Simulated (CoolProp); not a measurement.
Aqueous methanol as a coolant, at 0 °C, 1 atm.

Computed with CoolProp (Melinder's fits for secondary coolants).

```json
[
 {"mass %": "8.2", "freezing point (°C)": "-5.2", "density (kg/m³)": "986.7", "conductivity (W/(m K))": "0.518", "cp (kJ/(kg K))": "4.261", "viscosity (mPa s)": "2.40"},
 {"mass %": "14.6", "freezing point (°C)": "-10.2", "density (kg/m³)": "978.8", "conductivity (W/(m K))": "0.487", "cp (kJ/(kg K))": "4.170", "viscosity (mPa s)": "2.88"},
 {"mass %": "21.1", "freezing point (°C)": "-16.1", "density (kg/m³)": "971.2", "conductivity (W/(m K))": "0.457", "cp (kJ/(kg K))": "4.046", "viscosity (mPa s)": "3.29"},
 {"mass %": "27.5", "freezing point (°C)": "-22.8", "density (kg/m³)": "963.5", "conductivity (W/(m K))": "0.428", "cp (kJ/(kg K))": "3.920", "viscosity (mPa s)": "3.57"},
 {"mass %": "33.9", "freezing point (°C)": "-30.5", "density (kg/m³)": "954.9", "conductivity (W/(m K))": "0.401", "cp (kJ/(kg K))": "3.794", "viscosity (mPa s)": "3.68"},
 {"mass %": "40.4", "freezing point (°C)": "-39.3", "density (kg/m³)": "945.1", "conductivity (W/(m K))": "0.374", "cp (kJ/(kg K))": "3.663", "viscosity (mPa s)": "3.63"},
 {"mass %": "46.8", "freezing point (°C)": "-49.1", "density (kg/m³)": "934.4", "conductivity (W/(m K))": "0.351", "cp (kJ/(kg K))": "3.523", "viscosity (mPa s)": "3.45"},
 {"mass %": "53.3", "freezing point (°C)": "-60.3", "density (kg/m³)": "922.4", "conductivity (W/(m K))": "0.329", "cp (kJ/(kg K))": "3.367", "viscosity (mPa s)": "3.18"},
 {"mass %": "59.7", "freezing point (°C)": "-72.4", "density (kg/m³)": "909.6", "conductivity (W/(m K))": "0.308", "cp (kJ/(kg K))": "3.213", "viscosity (mPa s)": "2.88"}
]
```
